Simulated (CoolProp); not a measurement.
A single-stage vapour-compression cycle with R124: evaporating at 232.15 K (dew point), condensing at 282.15 K (bubble point), superheat 5 K, subcooling 8 K, compressor efficiency 0.6, no pressure losses. Each further row changes one setting.

The numbers come from the reference Helmholtz-energy equation of state, de Vries 1995 in CoolProp.

```
case                              cooling COP  pressure ratio  discharge temperature (K)  refrigerating effect (kJ/kg)  volumetric capacity (kJ/m³)
--------------------------------  -----------  --------------  -------------------------  ----------------------------  ---------------------------
as stated                                2.42            9.04                      322.0                           138                          242
evaporating temperature 237.15 K         2.81            6.90                      317.2                           141                          319
condensing temperature 277.15 K          2.75            7.56                      315.0                           143                          252
subcooling 13 K                          2.51            9.04                      322.0                           143                          252
superheat 15 K                           2.43            9.04                      333.5                           144                          243
compressor efficiency 0.5                2.02            9.04                      336.4                           138                          242
```
